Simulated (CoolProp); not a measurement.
Propylene glycol at several states: Z from the reference equation and from simpler models built on Tc = 674.0 K, pc = 7.292 MPa, ω = 0.327; each cubic takes its own stable root.

Values from CoolProp's reference Helmholtz-energy equation of state, Eisenbach 2021.

```tsv
T (K)	p (MPa)	phase	reference
403.9	1.9	liquid	0.04542
286.2	0.0746	liquid	0.002290
239.8	0.259	liquid	0.009184
432.6	3.74	liquid	0.08566
```

Task: How far does each simpler model (van der Waals, Soave-Redlich-Kwong) lie from the reference over these 4 states: mean and median of the absolute difference, and the worst?

Result: 
- van der Waals: mean 54.3 %, median 54.3 %, worst +54.5 % at 403.9 K and 1.9 MPa
- Soave-Redlich-Kwong: mean 1.5 %, median 1.4 %, worst +2.1 % at 239.8 K and 0.259 MPa
